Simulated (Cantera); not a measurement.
What does this Cantera script print?

```python
import numpy as np
import cantera as ct

gas_names = """
    TiCL4 CL2
""".split()
cond_names = """
    TiCL3(s)
""".split()


def load(file, names, dense=False):
    # The tables refer to 1 bar. Condensed volumes are neglected.
    table = {s.name: s for s in ct.Species.list_from_file(file)}
    out = []
    for n in names:
        d = dict(table[n].input_data)
        d["thermo"] = dict(d["thermo"], **{"reference-pressure": 1e5})
        if dense:
            d["equation-of-state"] = {"model": "constant-volume", "density": "1e6 g/cm^3"}
        out.append(ct.Species.from_dict(d))
    return out


species = {s.name: s for s in load("nasa_gas.yaml", gas_names) + load("nasa_condensed.yaml", cond_names)}
# Each term lists the table entries of one substance; the one whose range holds T is used.
reactions = {
    '2 TiCl4(g) = 2 TiCl3 + Cl2(g)':
        [(-2, ['TiCL4']), (2, ['TiCL3(s)']), (1, ['CL2'])],
}


def pick(names, T):
    return next(species[n] for n in names if species[n].thermo.min_temp <= T <= species[n].thermo.max_temp)


results = []
for label, terms in reactions.items():
    print(label)
    print("     T/K   dH/kJ  dS/(J/K)   dG/kJ   log10 K")
    for T in [423, 523, 623, 723, 823, 923]:
        used = [(nu, pick(names, T)) for nu, names in terms]
        dH = sum(nu * s.thermo.h(T) for nu, s in used) / 1e6
        dS = sum(nu * s.thermo.s(T) for nu, s in used) / 1e3
        dG = dH - T * dS / 1e3
        logK = -dG * 1e6 / (ct.gas_constant * T * np.log(10))
        results.append((label, T, dH, dS, dG, logK, [s.name for _, s in used]))
        print(f"{T:8g} {dH:8.1f} {dS:8.1f} {dG:8.1f} {logK:8.2f}")
```

Output:

```
2 TiCl4(g) = 2 TiCl3 + Cl2(g)
     T/K   dH/kJ  dS/(J/K)   dG/kJ   log10 K
     423     87.1   -195.3    169.7   -20.95
     523     90.2   -188.6    188.9   -18.86
     623     93.4   -183.1    207.5   -17.39
     723     96.6   -178.3    225.5   -16.29
     823    100.0   -173.9    243.1   -15.43
     923    103.5   -169.9    260.3   -14.73
```

Cantera with NASA thermochemical tables; ideal gases at 1 bar, condensed phases pure. Condensed species are held in their standard states even where they would react or evaporate.
